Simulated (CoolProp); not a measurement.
A simple Rankine cycle with toluene: condensing at 325.15 K, boiler at 1.01 MPa, turbine inlet 530.7 K, turbine efficiency 0.6, pump efficiency 0.7, no recuperator. Each further row changes one setting.

Values from CoolProp's reference Helmholtz-energy equation of state, Lemmon 2006. It is a short technical equation, of lower accuracy than the large ones.

```json
[
 {"case": "as stated", "thermal efficiency (%)": "___", "net work (kJ/kg)": "104", "heat in (kJ/kg)": "703", "turbine exit temperature (K)": "460.4", "volume ratio over the turbine": "___"},
 {"case": "turbine inlet 550.7 K", "thermal efficiency (%)": "14.7", "net work (kJ/kg)": "110", "heat in (kJ/kg)": "745", "turbine exit temperature (K)": "481.2", "volume ratio over the turbine": "75.3"},
 {"case": "condensing temperature 317.15 K", "thermal efficiency (%)": "15.6", "net work (kJ/kg)": "112", "heat in (kJ/kg)": "717", "turbine exit temperature (K)": "455.9", "volume ratio over the turbine": "___"},
 {"case": "boiler pressure 0.707 MPa", "thermal efficiency (%)": "13.9", "net work (kJ/kg)": "98.6", "heat in (kJ/kg)": "711", "turbine exit temperature (K)": "___", "volume ratio over the turbine": "51.6"},
 {"case": "turbine efficiency 0.5", "thermal efficiency (%)": "___", "net work (kJ/kg)": "___", "heat in (kJ/kg)": "703", "turbine exit temperature (K)": "___", "volume ratio over the turbine": "78.1"}
]
```

Q: Fill in the missing entries.

A: 
- as stated, thermal efficiency (%): 14.8
- as stated, volume ratio over the turbine: 76.4
- condensing temperature 317.15 K, volume ratio over the turbine: 107
- boiler pressure 0.707 MPa, turbine exit temperature (K): 468.5
- turbine efficiency 0.5, thermal efficiency (%): 12.3
- turbine efficiency 0.5, net work (kJ/kg): 86.7
- turbine efficiency 0.5, turbine exit temperature (K): 470.5
